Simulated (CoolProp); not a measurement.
Properties of R22 along the isobar 4240 kPa (Tc = 369.3 K, pc = 4990 kPa, ω = 0.221).

Computed with CoolProp (reference Helmholtz-energy equation of state, Kamei 1995).

| T (K) | phase | density (kg/m³) | cv (kJ/(kg K)) | expansivity (1/kK) | fugacity coefficient |
|---|---|---|---|---|---|
| 179.4 | liquid | 1560 | 0.6698 | 1.663 | 0.0009679 |
| 210 | liquid | 1480 | 0.6580 | 1.815 | 0.008350 |
| 240.5 | liquid | 1395 | 0.6579 | 2.064 | 0.03747 |
| 271 | liquid | 1303 | 0.6703 | 2.469 | 0.1111 |
| 301.6 | liquid | 1196 | 0.6929 | 3.193 | 0.2490 |
| 332.1 | liquid | 1061 | 0.7248 | 4.998 | 0.4536 |
| 362.7 | gas | 235.4 | 0.8332 | 30.54 | 0.6928 |
| 393.2 | gas | 157.4 | 0.7418 | 7.693 | 0.7726 |
